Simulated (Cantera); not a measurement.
What does this Cantera script print?

```python
import numpy as np
import cantera as ct

gas = ct.Solution("gri30.yaml")


def delay(T, t_max=10):
    gas.TPX = T, 500000, {'C3H8': 1, 'O2': 5, 'N2': 28}
    reactor = ct.IdealGasConstPressureReactor(gas, clone=False)
    net = ct.ReactorNet([reactor])
    net.rtol, net.atol = 1e-8, 1e-16
    while net.time < t_max:
        t_old, T_old = net.time, reactor.T
        net.step()
        if reactor.T > T + 400:  # ignition: a rise of 400 K
            return t_old + (T + 400 - T_old) / (reactor.T - T_old) * (net.time - t_old)
    return np.nan


taus = []
for T in [1050, 1150, 1250, 1350, 1450, 1550, 1650, 1750, 1850]:
    taus.append(delay(T))
    print(f"T0 = {T:6g} K   tau = {taus[-1]:.4e} s")
```

Result:

```
T0 =   1050 K   tau = 7.0779e-02 s
T0 =   1150 K   tau = 9.2013e-03 s
T0 =   1250 K   tau = 1.3488e-03 s
T0 =   1350 K   tau = 2.5676e-04 s
T0 =   1450 K   tau = 6.6941e-05 s
T0 =   1550 K   tau = 2.3458e-05 s
T0 =   1650 K   tau = 1.0524e-05 s
T0 =   1750 K   tau = 5.7185e-06 s
T0 =   1850 K   tau = 3.5804e-06 s
```

Computed with Cantera and GRI-Mech 3.0 (53 species, 325 reactions). GRI-Mech 3.0 was tuned for natural gas; its chemistry of propane as a main component is partial and can be far from experiment.
